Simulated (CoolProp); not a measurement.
Vapour-liquid equilibrium of carbon dioxide (1) + 1-butene (2) at 237.7 K; x and y are mole fractions of (1).

Values from CoolProp's multi-fluid Helmholtz-energy mixture model, Span 1996 and Lemmon 2005; pair parameters Bell 2016.

```json
[
 {"x": "0.05", "bubble pressure, mixture model (MPa)": "0.1050", "bubble pressure, Raoult's law (MPa)": "0.08545", "y, mixture model": "[?]", "y, Raoult's law": "0.693"},
 {"x": "0.15", "bubble pressure, mixture model (MPa)": "0.2674", "bubble pressure, Raoult's law (MPa)": "0.2010", "y, mixture model": "[?]", "y, Raoult's law": "0.883"},
 {"x": "0.25", "bubble pressure, mixture model (MPa)": "0.4239", "bubble pressure, Raoult's law (MPa)": "0.3166", "y, mixture model": "0.943", "y, Raoult's law": "0.934"},
 {"x": "0.35", "bubble pressure, mixture model (MPa)": "0.5617", "bubble pressure, Raoult's law (MPa)": "0.4322", "y, mixture model": "[?]", "y, Raoult's law": "0.958"},
 {"x": "0.45", "bubble pressure, mixture model (MPa)": "[?]", "bubble pressure, Raoult's law (MPa)": "0.5478", "y, mixture model": "[?]", "y, Raoult's law": "0.972"},
 {"x": "0.55", "bubble pressure, mixture model (MPa)": "[?]", "bubble pressure, Raoult's law (MPa)": "0.6634", "y, mixture model": "0.975", "y, Raoult's law": "0.981"},
 {"x": "0.65", "bubble pressure, mixture model (MPa)": "0.8524", "bubble pressure, Raoult's law (MPa)": "0.7790", "y, mixture model": "[?]", "y, Raoult's law": "0.988"},
 {"x": "0.75", "bubble pressure, mixture model (MPa)": "[?]", "bubble pressure, Raoult's law (MPa)": "0.8946", "y, mixture model": "0.985", "y, Raoult's law": "0.992"},
 {"x": "0.85", "bubble pressure, mixture model (MPa)": "1.018", "bubble pressure, Raoult's law (MPa)": "1.010", "y, mixture model": "0.990", "y, Raoult's law": "0.996"},
 {"x": "0.95", "bubble pressure, mixture model (MPa)": "1.122", "bubble pressure, Raoult's law (MPa)": "1.126", "y, mixture model": "0.996", "y, Raoult's law": "0.999"}
]
```

Problem. Complete the blanks.

Solution. 
- 0.05, y, mixture model: 0.743
- 0.15, y, mixture model: 0.905
- 0.35, y, mixture model: 0.960
- 0.45, bubble pressure, mixture model (MPa): 0.6762
- 0.45, y, mixture model: 0.969
- 0.55, bubble pressure, mixture model (MPa): 0.7705
- 0.65, y, mixture model: 0.980
- 0.75, bubble pressure, mixture model (MPa): 0.9316

The largest gap from Raoult's law is +33.9 % in bubble pressure, at x = 0.25. No azeotrope shows between x = 0.05 and 0.95.

The pair parameters rest on a limited set of measurements; away from them the model extrapolates.
